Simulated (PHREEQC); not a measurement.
Dissolve 0.06 mol/kgw NaOH and 0.0075 mol/kgw K2SO4 at 20 °C. Closed to the air; pH follows from the charge balance.

Model: ion-association model, wateq4f.dat, run in PHREEQC.

No solid was allowed to form.

Order these S species by the share of S that they hold, largest first: NaSO4-, KSO4-, SO4-2.

SO4-2 (87 %), NaSO4- (10.0 %), KSO4- (3.2 %)

The pH is 12.84 and the ionic strength 0.0805 mol/kgw. Complexes and solids missing from the database can't appear.
